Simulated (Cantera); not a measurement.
A Cantera script and its output.

```python
import numpy as np
import cantera as ct

gas = ct.Solution("gri30.yaml")
gas.TPX = 425, 520000, {'CH4': 1, 'C2H6': 0.95, 'O2': 3.55, 'N2': 13.3}
flame = ct.FreeFlame(gas, width=0.013)
flame.set_refine_criteria(ratio=3, slope=0.08, curve=0.16)
flame.transport_model = "unity-Lewis-number"
flame.solve(loglevel=0, auto=True)
z, T = flame.grid, flame.T
thick = (T[-1] - T[0]) / np.gradient(T, z).max()
show = ['CH4', 'C2H6', 'O2', 'HCO', 'N2O', 'H2']
print(f"laminar burning velocity  {flame.velocity[0] * 100:.3f} cm/s")
print(f"burnt temperature         {T[-1]:.1f} K")
print(f"thermal thickness         {thick * 1e3:.4f} mm")
print(f"grid points               {len(z)}")
z0 = z[flame.heat_release_rate.argmax()]
print(f"{'z/mm':>9s}{'T/K':>9s}{'u/(m/s)':>9s}" + "".join(f"{s:>11s}" for s in show))
rows = []
for k in (-3, -2, -1.5, -1, -0.5, -0.25, 0, 0.25, 0.5, 1, 2, 4, 8):
    zz = z0 + k * thick
    rows.append([k * thick, np.interp(zz, z, T), np.interp(zz, z, flame.velocity),
                 *(np.interp(zz, z, flame.X[gas.species_index(s)]) for s in show)])
    print(f"{rows[-1][0] * 1e3:9.3f}{rows[-1][1]:9.1f}{rows[-1][2]:9.3f}" + "".join(f"{x:11.3e}" for x in rows[-1][3:]))
```

Result:

```
laminar burning velocity  16.483 cm/s
burnt temperature         2029.9 K
thermal thickness         0.2268 mm
grid points               123
     z/mm      T/K  u/(m/s)        CH4       C2H6         O2        HCO        N2O         H2
   -0.680    426.3    0.165  5.316e-02  5.048e-02  1.887e-01  9.326e-20  5.051e-11  4.367e-05
   -0.454    434.5    0.169  5.292e-02  5.016e-02  1.878e-01  1.371e-17  3.810e-10  3.295e-04
   -0.340    459.0    0.178  5.222e-02  4.920e-02  1.850e-01  5.029e-16  1.368e-09  1.183e-03
   -0.227    585.2    0.229  4.852e-02  4.415e-02  1.706e-01  2.571e-13  6.564e-09  5.675e-03
   -0.113   1048.8    0.425  3.403e-02  2.436e-02  1.141e-01  1.549e-08  2.691e-08  2.327e-02
   -0.057   1432.2    0.597  2.168e-02  8.503e-03  6.648e-02  2.267e-06  4.430e-08  3.827e-02
    0.000   1776.2    0.757  1.041e-02  7.138e-04  2.633e-02  4.849e-06  5.072e-08  4.890e-02
    0.057   1946.2    0.834  4.872e-03  4.865e-05  8.722e-03  1.883e-06  3.214e-08  5.206e-02
    0.113   2005.6    0.861  3.230e-03  1.213e-05  3.270e-03  6.912e-07  1.637e-08  5.422e-02
    0.227   2035.6    0.874  2.400e-03  2.623e-06  7.381e-04  1.719e-07  4.966e-09  5.766e-02
    0.454   2042.3    0.879  1.866e-03  7.610e-07  8.632e-05  7.069e-08  1.484e-09  6.165e-02
    0.907   2040.3    0.880  1.360e-03  3.312e-07  3.599e-06  5.383e-08  1.102e-09  6.550e-02
    1.814   2036.3    0.881  8.723e-04  1.272e-07  1.428e-07  4.696e-08  1.219e-09  6.894e-02
```

Cantera simulation using GRI-Mech 3.0 (53 species, 325 reactions); the numbers are that mechanism's predictions, not measurements. Unity Lewis numbers drop preferential diffusion, which matters most where H2 and H carry the flame. Burning velocities carry a grid error of a few per cent, more on coarse grids.
